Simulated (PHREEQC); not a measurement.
Make-up at 25 °C: 6.5e-05 mol/kgw CaSO4. Closed to the air; pH follows from the charge balance.

Computed with PHREEQC (ion-association model, phreeqc.dat).

```yaml
ionic_strength: 0.000258 mol/kgw
```

```csv
species,molality,activity,log γ
Ca+2,6.44e-5,5.98e-5,-0.032
SO4-2,6.44e-5,5.98e-5,-0.032
CaSO4,6.36e-7,6.36e-7,0.000
OH-,1.03e-7,1.01e-7,-0.008
H+,1.02e-7,1.00e-7,-0.008
```

This is a speciation only: nothing precipitates in the calculation. Species that the database lacks are ignored.
